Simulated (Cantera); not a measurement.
What does this Cantera script print?

```python
import numpy as np
import cantera as ct

gas = ct.Solution("gri30.yaml")
gas.TPX = 1075, 80000, {'N2O': 1, 'O2': 0.22}
inlet = ct.Reservoir(gas, clone=True)

reactor = ct.IdealGasConstPressureReactor(gas, energy="off", clone=False)
exhaust = ct.Reservoir(gas, clone=True)
tau = [10, 4.9, 2.4, 1.2, 0.57, 0.28, 0.14, 0.067, 0.033, 0.016, 0.0079][0]
for a, b in ((inlet, reactor), (reactor, exhaust)):
    ct.MassFlowController(a, b, mdot=lambda t: reactor.mass / tau)
net = ct.ReactorNet([reactor])
show = ['N2O', 'O2', 'NO', 'N2', 'O', 'NO2']

rows = []
print(f"{'tau/s':>10s}{'T/K':>9s}" + "".join(f"{s:>11s}" for s in show))
for tau in [10, 4.9, 2.4, 1.2, 0.57, 0.28, 0.14, 0.067, 0.033, 0.016, 0.0079]:
    net.initial_time = 0.0
    net.advance(30 * tau)
    before = gas.X
    net.advance(40 * tau)
    drift = np.max(np.abs(gas.X - before) / (gas.X + 1e-9))
    rows.append([gas.T, *gas[show].X, drift])
    print(f"{tau:10.3e}{gas.T:9.1f}" + "".join(f"{x:11.3e}" for x in gas[show].X))
```

It prints:

```
     tau/s      T/K        N2O         O2         NO         N2          O        NO2
 1.000e+01   1075.0  5.728e-01  2.472e-01  9.597e-03  1.703e-01  1.660e-07  1.104e-04
 4.900e+00   1075.0  6.726e-01  2.201e-01  5.948e-03  1.013e-01  1.788e-07  6.740e-05
 2.400e+00   1075.0  7.389e-01  2.021e-01  3.342e-03  5.563e-02  1.867e-07  3.683e-05
 1.200e+00   1075.0  7.767e-01  1.919e-01  1.798e-03  2.956e-02  1.910e-07  1.883e-05
 5.700e-01   1075.0  7.986e-01  1.860e-01  8.900e-04  1.452e-02  1.934e-07  8.407e-06
 2.800e-01   1075.0  8.091e-01  1.832e-01  4.462e-04  7.248e-03  1.945e-07  3.533e-06
 1.400e-01   1075.0  8.144e-01  1.818e-01  2.256e-04  3.652e-03  1.950e-07  1.355e-06
 6.700e-02   1075.0  8.171e-01  1.810e-01  1.087e-04  1.755e-03  1.952e-07  4.278e-07
 3.300e-02   1075.0  8.184e-01  1.807e-01  5.371e-05  8.658e-04  1.953e-07  1.258e-07
 1.600e-02   1075.0  8.191e-01  1.805e-01  2.608e-05  4.201e-04  1.952e-07  3.304e-08
 7.900e-03   1075.0  8.194e-01  1.804e-01  1.288e-05  2.074e-04  1.951e-07  8.518e-09
```

Computed with Cantera and GRI-Mech 3.0 (53 species, 325 reactions). GRI-Mech 3.0 was tuned for natural gas; its chemistry of N2O as a main component is partial and can be far from experiment. The mechanism lacks the step 2 NO + O2 → 2 NO2, which can matter for NO2 below about 1400 K. The temperature is held fixed by assumption; the heat of reaction is taken as removed at once.
